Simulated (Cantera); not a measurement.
Input: 1 mol Si, 2.8 mol HCl, 11 mol N₂, equilibrated at 10.0 Torr.

These are equilibrium values from Cantera (NASA tables, ideal gas, pure condensed phases), not measurements of a reactor. Candidate condensed phases: NH₄Cl, Si, Si₃N₄; 28 gas species. N₂ is the only nitrogen source here; it is nearly inert below about 1500 K, so the nitride shown seldom forms there in practice. The tables' values for SiCl₃ are old estimates; treat these amounts as uncertain. Rates play no part. All values below are at 1398 K.

Base state: N₂ 0.799, HCl 0.141, H₂ 0.0354, SiCl₂ 0.0107, SiCl₄ 0.00875, SiCl₃ 0.00468, SiHCl₃ 0.000154, Cl 2.54e-5 (mole fractions); condensed: Si₃N₄(s).

Problem. What changes in the equilibrium state with this change: pressure from 10.0 Torr to 6.15 Torr?

Solution. 
```tsv
species	before	after
N₂	0.799	0.798
HCl	0.141	0.140
H₂	0.0354	0.0357
SiCl₂	0.0107	0.0143
SiCl₄	0.00875	0.00700
Cl	2.54e-5	3.19e-5
SiHCl₃	0.000154	0.000126
Si₃N₄(s), mol	0.227	0.217
```
